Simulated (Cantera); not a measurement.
Feed: 1 mol PH3, 3.5 mol O2, 1.4 mol N2, held at 1575 K and 0.0100 bar.

Method: chemical equilibrium by Gibbs-energy minimisation in Cantera with the NASA 1993 tables (ideal gas, pure condensed phases). Candidate condensed phases: H2O, P, P4O10; 32 gas species. Gases not in the tables: HPO2, HPO3 and P4O6. Kinetics and transport are ignored.

Base state: O2 0.319, H2O 0.312, N2 0.291, P4O10 0.0446, PO2 0.0300, NO 0.00130, OH 0.000904, O 6.05e-5 (mole fractions); condensed: gas only.

Problem. What changes in the equilibrium state with this change: pressure from 0.0100 bar to 0.0790 bar?

Solution. 
| species | before | after |
|---|---|---|
| O2 | 0.319 | 0.321 |
| H2O | 0.312 | 0.321 |
| N2 | 0.291 | 0.299 |
| PO2 | 0.0300 | 0.00395 |
| P4O10 | 0.0446 | 0.0526 |
| O | 6.05e-5 | 2.16e-5 |
| H2 | 2.72e-5 | 9.91e-6 |
| OH | 0.000904 | 0.000548 |
| NO | 0.00130 | 0.00132 |

Problem. What changes in the equilibrium state with this change: temperature from 1575 K to 2848 K?

Solution. 
| species | before | after |
|---|---|---|
| O | 6.05e-5 | 0.251 |
| N2 | 0.291 | 0.164 |
| H | 2.17e-6 | 0.161 |
| H2O | 0.312 | 0.0410 |
| O2 | 0.319 | 0.147 |
| P4O10 | 0.0446 | <1e-9 |
| PO | 1.08e-6 | 0.0558 |
| H2 | 2.72e-5 | 0.0279 |
| OH | 0.000904 | 0.0695 |
| NO | 0.00130 | 0.0150 |
| PO2 | 0.0300 | 0.0668 |
| P | <1e-9 | 0.000184 |
| N | <1e-9 | 2.01e-5 |
